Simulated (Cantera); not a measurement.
## Catalytic combustion on Pt

An isothermal plug-flow reactor at 1275 K and 2.70 bar (inlet), inlet velocity 0.75 m/s, active area per volume 120 1/m; feed 0.327 % CH4, 1.92 % O2, 89.1 % N2, 8.68 % H2O.

Cantera simulation using Deutschmann's 1995 Pt surface mechanism with GRI-Mech 3.0 gas chemistry; the numbers are that mechanism's predictions, not measurements. Catalytic surfaces can have several steady states; this one follows from the mechanism file's or the stated starting coverage. Mass transfer to the wall is taken as infinitely fast.

```tsv
z (m)	x CH4	x O2	x H2O	x CO2	x CO	θ free Pt	θ O*	θ OH*
5e-05	0.00324	0.0191	0.0869	1.80e-5	3.71e-6	0.552	0.442	0.00502
8.3e-05	0.00323	0.0191	0.0869	3.10e-5	4.97e-6	0.553	0.442	0.00502
0.00014	0.00320	0.0190	0.0869	5.44e-5	6.07e-6	0.553	0.442	0.00502
0.00023	0.00315	0.0190	0.0870	9.23e-5	6.64e-6	0.553	0.442	0.00502
0.00039	0.00306	0.0188	0.0872	0.000159	6.77e-6	0.554	0.441	0.00502
0.00064	0.00293	0.0186	0.0874	0.000262	6.67e-6	0.554	0.441	0.00503
0.0011	0.00270	0.0182	0.0878	0.000442	6.54e-6	0.555	0.440	0.00504
0.0018	0.00237	0.0177	0.0883	0.000696	6.56e-6	0.557	0.438	0.00505
0.003	0.00186	0.0168	0.0892	0.00109	7.34e-6	0.559	0.435	0.00507
0.005	0.00114	0.0156	0.0905	0.00168	9.64e-6	0.564	0.431	0.00510
```
x: gas mole fraction; θ: surface coverage.
